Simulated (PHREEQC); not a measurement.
A solution holds 0.23 mol Na2SO4, 2.9 mol MnCl2 and 0.14 mol NaCl per kg of water, at 20 °C. Closed to the air; pH follows from the charge balance.

Model: ion-association model with the Davies equation for every ion, phreeqc.dat, run in PHREEQC.

No solid was allowed to form.

Order these Mn species by the share of Mn that they hold, largest first: MnSO4, MnCl+, MnCl3-, Mn+2, MnCl2.

MnCl+ (47 %), MnCl2 (24 %), MnCl3- (18 %), MnSO4 (6.7 %), Mn+2 (4.6 %)

The pH is 5.89 and the ionic strength 2.33 mol/kgw. The ionic strength is past about 0.7 mol/kgw, beyond the range of this activity model, so the values are rough.
